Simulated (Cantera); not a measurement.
Cantera run:

```python
import numpy as np
import cantera as ct

gas_names = """
    AL ALCL ALCL2 ALCL3 ALH AL2 AL2CL6 CL CL2 H HCL H2
""".split()
cond_names = """
    AL(cr) AL(L) ALCL3(s) ALCL3(L)
""".split()


# ... load() reads the species with a 1 bar reference pressure and builds the phases ...
atoms = {
    'Al': {'AL': 1},
    'HCl': {'H': 1, 'CL': 1},
}
top_T = {}  # K; cautious upper limits of use, not melting points


# ... equilibrate(T, P, feed) seeds the gas with the atoms and calls Mixture.equilibrate('TP', solver="vcs", rtol=1e-11, max_steps=5000) ...
results = []
P = 1300  # Pa
for T in [598, 673, 748, 823, 898, 973, 1048, 1123, 1198, 1273, 1348, 1423, 1498]:
    for m in [1.1, 1.4, 1.6, 1.9, 2.3, 2.7, 3.2, 3.8, 4.6]:
        feed = {'Al': 1, 'HCl': m}  # mol
        mix = equilibrate(T, P, feed)
        results.append((T, P, feed, dict(zip(mix.species_names, mix.species_moles))))

for T, P, feed, n in results:
    print(f"{T:7g} {feed['HCl']:10.4g}  " + (" + ".join(c for c in cond_names if n.get(c, 0) > 1e-12) or "gas only"))
```

Output:

```
    598        1.1  AL(cr)
    598        1.4  AL(cr)
    598        1.6  AL(cr)
    598        1.9  AL(cr)
    598        2.3  AL(cr)
    598        2.7  AL(cr)
    598        3.2  gas only
    598        3.8  gas only
    598        4.6  gas only
    673        1.1  AL(cr)
    673        1.4  AL(cr)
    673        1.6  AL(cr)
    673        1.9  AL(cr)
    673        2.3  AL(cr)
    673        2.7  AL(cr)
    673        3.2  gas only
    673        3.8  gas only
    673        4.6  gas only
    748        1.1  AL(cr)
    748        1.4  AL(cr)
    748        1.6  AL(cr)
    748        1.9  AL(cr)
    748        2.3  AL(cr)
    748        2.7  AL(cr)
    748        3.2  gas only
    748        3.8  gas only
    748        4.6  gas only
    823        1.1  AL(cr)
    823        1.4  AL(cr)
    823        1.6  AL(cr)
    823        1.9  AL(cr)
    823        2.3  AL(cr)
    823        2.7  AL(cr)
    823        3.2  gas only
    823        3.8  gas only
    823        4.6  gas only
    898        1.1  AL(cr)
    898        1.4  AL(cr)
    898        1.6  AL(cr)
    898        1.9  AL(cr)
    898        2.3  AL(cr)
    898        2.7  AL(cr)
    898        3.2  gas only
    898        3.8  gas only
    898        4.6  gas only
    973        1.1  AL(L)
    973        1.4  AL(L)
    973        1.6  AL(L)
    973        1.9  AL(L)
    973        2.3  AL(L)
    973        2.7  AL(L)
    973        3.2  gas only
    973        3.8  gas only
    973        4.6  gas only
   1048        1.1  AL(L)
   1048        1.4  AL(L)
   1048        1.6  AL(L)
   1048        1.9  AL(L)
   1048        2.3  AL(L)
   1048        2.7  gas only
   1048        3.2  gas only
   1048        3.8  gas only
   1048        4.6  gas only
   1123        1.1  AL(L)
   1123        1.4  AL(L)
   1123        1.6  AL(L)
   1123        1.9  gas only
   1123        2.3  gas only
   1123        2.7  gas only
   1123        3.2  gas only
   1123        3.8  gas only
   1123        4.6  gas only
   1198        1.1  AL(L)
   1198        1.4  gas only
   1198        1.6  gas only
   1198        1.9  gas only
   1198        2.3  gas only
   1198        2.7  gas only
   1198        3.2  gas only
   1198        3.8  gas only
   1198        4.6  gas only
   1273        1.1  gas only
   1273        1.4  gas only
   1273        1.6  gas only
   1273        1.9  gas only
   1273        2.3  gas only
   1273        2.7  gas only
   1273        3.2  gas only
   1273        3.8  gas only
   1273        4.6  gas only
   1348        1.1  gas only
   1348        1.4  gas only
   1348        1.6  gas only
   1348        1.9  gas only
   1348        2.3  gas only
   1348        2.7  gas only
   1348        3.2  gas only
   1348        3.8  gas only
   1348        4.6  gas only
   1423        1.1  gas only
   1423        1.4  gas only
   1423        1.6  gas only
   1423        1.9  gas only
   1423        2.3  gas only
   1423        2.7  gas only
   1423        3.2  gas only
   1423        3.8  gas only
   1423        4.6  gas only
   1498        1.1  gas only
   1498        1.4  gas only
   1498        1.6  gas only
   1498        1.9  gas only
   1498        2.3  gas only
   1498        2.7  gas only
   1498        3.2  gas only
   1498        3.8  gas only
   1498        4.6  gas only
```

Method: chemical equilibrium by Gibbs-energy minimisation in Cantera with the NASA 1993 tables (ideal gas, pure condensed phases). The tables' values for AlCl2 are old estimates.
